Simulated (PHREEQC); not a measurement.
Consider water at 20 °C with 1.6 mol MgSO4 per kg of water. Closed to the air; pH follows from the charge balance.

Equilibrium calculation in PHREEQC: Pitzer model, pitzer.dat.

Problem. The ionic strength comes out as 6.40 mol/kgw. What activity coefficients do Mg+2, SO4-2, MgOH+ get?

Solution. Mg+2 0.19, SO4-2 0.012, MgOH+ 0.48. Single-ion values are on the MacInnes scale.

No solid was allowed to form. Complexes and solids missing from the database can't appear.
